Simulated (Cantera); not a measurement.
Input (Python, Cantera):

```python
import numpy as np
import cantera as ct

gas = ct.Solution("gri30.yaml", transport_model="mixture-averaged")
show = ['H', 'C2H2', 'OH']

rows = []
print(f"{'T/K':>7s}{'rho':>11s}{'cp':>10s}{'mu':>11s}{'lambda':>11s}{'Pr':>7s}" + "".join(f"{'D_' + s:>11s}" for s in show))
for T in [400, 600, 800, 1000, 1200, 1400]:
    gas.TPX = T, 13332, {'O2': 0.81}
    Pr = gas.cp_mass * gas.viscosity / gas.thermal_conductivity
    D = [gas.mix_diff_coeffs_mole[gas.species_index(s)] for s in show]
    rows.append([gas.density, gas.cp_mass, gas.viscosity, gas.thermal_conductivity, Pr, *D])
    print(f"{T:7g}{gas.density:11.4e}{gas.cp_mass:10.1f}{gas.viscosity:11.4e}"
          f"{gas.thermal_conductivity:11.4e}{Pr:7.3f}" + "".join(f"{d:11.4e}" for d in D))
print("SI units: kg/m3, J/kg/K, Pa s, W/m/K, m2/s")
```

It prints:

```
    T/K        rho        cp         mu     lambda     Pr        D_H     D_C2H2       D_OH
    400 1.2827e-01     941.4 2.5629e-05 3.3852e-02  0.713 1.6147e-03 2.1285e-04 4.0476e-04
    600 8.5513e-02    1002.6 3.4077e-05 4.8204e-02  0.709 3.2588e-03 4.3381e-04 8.0705e-04
    800 6.4135e-02    1054.7 4.1353e-05 6.1440e-02  0.710 5.3111e-03 7.1033e-04 1.3082e-03
   1000 5.1308e-02    1090.2 4.7912e-05 7.3608e-02  0.710 7.7290e-03 1.0363e-03 1.8984e-03
   1200 4.2757e-02    1114.2 5.3973e-05 8.4942e-02  0.708 1.0484e-02 1.4078e-03 2.5709e-03
   1400 3.6648e-02    1134.2 5.9661e-05 9.5657e-02  0.707 1.3554e-02 1.8218e-03 3.3207e-03
SI units: kg/m3, J/kg/K, Pa s, W/m/K, m2/s
```

Computed with Cantera and GRI-Mech 3.0 (53 species, 325 reactions).
